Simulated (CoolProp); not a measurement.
Methane along the isotherm -31.55 °C: fugacity coefficient from the reference equation and from simpler models built on Tc = -82.6 °C, pc = 4.599 MPa, ω = 0.011; each cubic takes its own stable root.

The numbers come from the reference Helmholtz-energy equation of state, Setzmann 1991 in CoolProp.

```tsv
p (MPa)	phase	reference
3.07	gas	0.8955
6.13	supercritical	0.7989
9.2	supercritical	0.7116
12.3	supercritical	0.6382
15.3	supercritical	0.5850
18.4	supercritical	0.5458
21.5	supercritical	0.5184
24.5	supercritical	0.4999
27.6	supercritical	0.4868
30.7	supercritical	0.4783
33.7	supercritical	0.4735
36.8	supercritical	0.4715
39.9	supercritical	0.4718
42.9	supercritical	0.4741
46	supercritical	0.4782
```

Q: How far does each simpler model (van der Waals, Soave-Redlich-Kwong) lie from the reference over these 15 states: mean and median of the absolute difference, and the worst?

A: 
- van der Waals: mean 5.3 %, median 3.1 %, worst +15.5 % at -31.55 °C and 46 MPa
- Soave-Redlich-Kwong: mean 3.5 %, median 4.2 %, worst +5.7 % at -31.55 °C and 46 MPa
